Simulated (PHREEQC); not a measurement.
**Brackish or sea water: an equilibrium model**

Model water analysis in mg/kgw, 25 °C, pH 7.39, pe 0.3:

| constituent | mg/kgw |
|---|---|
| Na | 2150 |
| K | 11.8 |
| Ca | 165 |
| Mg | 235 |
| Cl | 3380 |
| S(6) as SO4 | 928 |
| Alkalinity as HCO3 | 353 |
| Mn(2) | 26.9 |
| Sr | 151 |
| Fe(2) | 5.46 |

Valence states are taken as typed.

All values are PHREEQC results (ion-association model, wateq4f.dat), not measurements.

Precipitation was switched off in this run.

Estimate the ionic strength, charge-balance error.

ionic strength 0.137 mol/kgw; charge-balance error 2.4 %.

In which forms is Fe present?

Fe+2 71 %, FeHCO3+ 13 %, FeSO4 9.6 %, FeCl+ 3.3 %, FeCO3 2.7 % of the Fe.

Saturation is exceeded, for instance for Rhodochrosite, Siderite; the values hold only as long as no solid forms.
